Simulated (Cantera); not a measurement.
**NO annealing gas**

An isothermal, constant-pressure homogeneous reactor starts with NO : N2 = 1 : 1.2 (molar parts), at 1900 K and 270 Torr.

Model: GRI-Mech 3.0 (53 species, 325 reactions), integrated in Cantera.

```csv
t (s),x NO,x NO2,x O2,x N2,x N2O
3.00e-6,0.455,1.07e-9,2.69e-11,0.545,1.21e-7
1.02e-5,0.455,1.21e-8,3.05e-10,0.545,4.08e-7
3.44e-5,0.455,1.30e-7,3.35e-9,0.545,1.37e-6
0.000116,0.455,1.22e-6,3.51e-8,0.545,4.56e-6
0.000393,0.455,8.38e-6,3.78e-7,0.545,1.45e-5
0.00133,0.454,3.77e-5,6.01e-6,0.545,4.05e-5
0.00451,0.454,8.58e-5,9.63e-5,0.546,7.77e-5
0.0152,0.453,9.61e-5,0.000579,0.546,8.86e-5
0.0516,0.450,0.000106,0.00225,0.548,8.70e-5
0.175,0.438,0.000134,0.00789,0.553,8.20e-5
0.591,0.401,0.000187,0.0263,0.572,6.74e-5
2.00,0.299,0.000227,0.0774,0.623,3.61e-5
```
x: mole fraction; the columns are a selection and need not sum to one.

Equilibrium at this temperature and pressure: NO 0.00588, NO2 7.49e-6, O2 0.224, N2 0.770, N2O 1.98e-7 (gas phase only).
